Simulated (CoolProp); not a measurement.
n-perfluoropentane along the isotherm 463.3 K: Z from the reference equation and from simpler models built on Tc = 421.0 K, pc = 2.063 MPa, ω = 0.436; each cubic takes its own stable root.

Computed with CoolProp (reference Helmholtz-energy equation of state, Gao 2022).

```
p (MPa)          phase  reference
-------  -------------  ---------
0.667              gas     0.9188
1.33               gas     0.8294
2                  gas     0.7290
2.67     supercritical     0.6196
3.33     supercritical     0.5112
4        supercritical     0.4416
4.67     supercritical     0.4332
5.33     supercritical     0.4509
6        supercritical     0.4782
6.67     supercritical     0.5092
7.33     supercritical     0.5415
8        supercritical     0.5752
8.67     supercritical     0.6093
9.33     supercritical     0.6432
10       supercritical     0.6776
```

Task: How far does each simpler model (Redlich-Kwong, Peng-Robinson) lie from the reference over these 15 states: mean and median of the absolute difference, and the worst?

Result: 
- Redlich-Kwong: mean 4.2 %, median 3.6 %, worst -11.2 % at 463.3 K and 3.33 MPa
- Peng-Robinson: mean 2.7 %, median 1.8 %, worst +7.5 % at 463.3 K and 4.67 MPa
